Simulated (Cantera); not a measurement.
**Silicon nitride deposition: SiCl4 + NH3**

A closed system holds: 1 mol SiCl4, 17 mol NH3, at 1623.15 K and 43.0 Pa.

Method: chemical equilibrium by Gibbs-energy minimisation in Cantera with the NASA 1993 tables (ideal gas, pure condensed phases). Candidate condensed phases: NH4Cl, Si, Si3N4; 28 gas species. The tables' values for SiCl, SiCl3 are old estimates; treat these amounts as uncertain. Rates play no part.

```yaml
x(H2): 0.673
x(N2): 0.236
x(HCl): 0.0656
x(SiCl2): 0.0224
x(H): 0.00274
x(Si): 0.000365
x(Cl): 0.000210
x(SiCl): 0.000168
x(SiCl3): 4.46e-5
n(Si(s)): 0.171 mol
gas_amount: 36.07 mol
```
